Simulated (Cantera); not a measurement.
A freely propagating, adiabatic, planar premixed flame of 8.55 % CH4, 19.2 % O2, 72.2 % N2, equivalence ratio 0.89, unburnt at 625 K and 0.510 bar; mixture-averaged transport, grid criteria slope 0.08 and curve 0.16, no radiation.

Model: GRI-Mech 3.0 (53 species, 325 reactions), integrated in Cantera. Burning velocities carry a grid error of a few per cent, more on coarse grids.

x: mole fraction of selected species; z is measured from the peak of heat release.

```tsv
z (mm)	T (K)	u (m/s)	x CH4	x O2	x CH2	x CO	x C2H	x NO
-1.77	625	1.57	0.0854	0.192	<1e-8	1.36e-6	<1e-8	<1e-8
-1.18	626	1.58	0.0852	0.192	<1e-8	1.79e-5	<1e-8	<1e-8
-0.887	630	1.59	0.0848	0.191	<1e-8	9.58e-5	<1e-8	<1e-8
-0.592	665	1.69	0.0821	0.188	<1e-8	0.000954	<1e-8	[?]
-0.296	968	2.49	0.0620	0.164	5.41e-7	0.0114	<1e-8	[?]
-0.148	1343	3.49	0.0352	0.127	1.31e-5	0.0285	<1e-8	[?]
0	1711	4.48	0.00911	0.0816	5.35e-5	0.0468	1.26e-7	[?]
0.148	1863	4.89	0.000834	0.0539	1.46e-5	0.0474	8.50e-8	[?]
0.296	1901	4.98	4.15e-5	0.0437	8.91e-7	0.0396	<1e-8	[?]
0.592	1940	5.05	1.20e-7	0.0380	<1e-8	0.0295	<1e-8	[?]
1.18	1993	5.17	<1e-8	0.0350	<1e-8	0.0234	<1e-8	[?]
2.37	2062	5.32	<1e-8	0.0328	<1e-8	0.0205	<1e-8	[?]
4.73	2139	5.49	<1e-8	0.0304	<1e-8	0.0174	<1e-8	[?]
```

Problem. Complete the blanks.

Solution. 
- -0.592, x NO: 5.66e-8
- -0.296, x NO: 7.83e-7
- -0.148, x NO: 2.17e-6
- 0, x NO: 4.96e-6
- 0.148, x NO: 8.55e-6
- 0.296, x NO: 1.11e-5
- 0.592, x NO: 1.41e-5
- 1.18, x NO: 1.87e-5
- 2.37, x NO: 2.75e-5
- 4.73, x NO: 4.49e-5
